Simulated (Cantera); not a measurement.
Input (Python, Cantera) and output of one run.

```python
import numpy as np
import cantera as ct

gas_names = """
    H2 H2O2
""".split()
cond_names = """
    VO(s) VO(L) V(cr) V(L)
""".split()


# ... load() reads the species with a 1 bar reference pressure and builds the phases ...
species = {s.name: s for s in load("nasa_gas.yaml", gas_names) + load("nasa_condensed.yaml", cond_names)}
# Each term lists the table entries of one substance; the one whose range holds T is used.
reactions = {
    '2 VO + H2(g) = H2O2(g) + 2 V':
        [(-2, ['VO(s)', 'VO(L)']), (-1, ['H2']), (1, ['H2O2']), (2, ['V(cr)', 'V(L)'])],
}


def pick(names, T):
    return next(species[n] for n in names if species[n].thermo.min_temp <= T <= species[n].thermo.max_temp)


results = []
for label, terms in reactions.items():
    print(label)
    print("     T/K   dH/kJ  dS/(J/K)   dG/kJ   log10 K")
    for T in [2073, 2173, 2273, 2373, 2473, 2573, 2673, 2773, 2873]:
        used = [(nu, pick(names, T)) for nu, names in terms]
        dH = sum(nu * s.thermo.h(T) for nu, s in used) / 1e6
        dS = sum(nu * s.thermo.s(T) for nu, s in used) / 1e3
        dG = dH - T * dS / 1e3
        logK = -dG * 1e6 / (ct.gas_constant * T * np.log(10))
        results.append((label, T, dH, dS, dG, logK, [s.name for _, s in used]))
        print(f"{T:8g} {dH:8.1f} {dS:8.1f} {dG:8.1f} {logK:8.2f}")
```

It prints:

```
2 VO + H2(g) = H2O2(g) + 2 V
     T/K   dH/kJ  dS/(J/K)   dG/kJ   log10 K
    2073    566.8    -25.1    618.9   -15.59
    2173    566.9    -25.1    621.4   -14.94
    2273    613.2     -3.9    622.1   -14.30
    2373    614.0     -3.6    622.5   -13.70
    2473    614.8     -3.3    622.9   -13.16
    2573    615.6     -3.0    623.2   -12.65
    2673    616.4     -2.6    623.5   -12.18
    2773    617.2     -2.3    623.7   -11.75
    2873    618.1     -2.0    623.9   -11.34
```

Cantera with NASA thermochemical tables; ideal gases at 1 bar, condensed phases pure. VO: taken at fixed stoichiometry. Condensed species are held in their standard states even where they would react or evaporate.
